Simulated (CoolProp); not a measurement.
Properties of dimethyl carbonate along the isotherm 375.8 K (Tc = 557.0 K, pc = 49.09 bar, ω = 0.346).

The numbers come from the reference Helmholtz-energy equation of state, Zhou 2011 in CoolProp.

```
p (bar)   phase  density (kg/m³)  cv (kJ/(kg K))  isothermal compressibility (1/MPa)  expansivity (1/kK)
-------  ------  ---------------  --------------  ----------------------------------  ------------------
44.6     liquid            962.9           1.469                            0.001649               1.467
89.3     liquid            969.8           1.470                            0.001536               1.403
134      liquid            976.3           1.472                            0.001439               1.348
179      liquid            982.4           1.474                            0.001355               1.298
223      liquid            988.2           1.475                            0.001282               1.255
268      liquid            993.7           1.477                            0.001216               1.215
312      liquid            998.9           1.479                            0.001158               1.179
357      liquid             1004           1.480                            0.001105               1.146
402      liquid             1009           1.482                            0.001057               1.115
446      liquid             1014           1.484                            0.001015               1.088
491      liquid             1018           1.486                           0.0009748               1.062
```
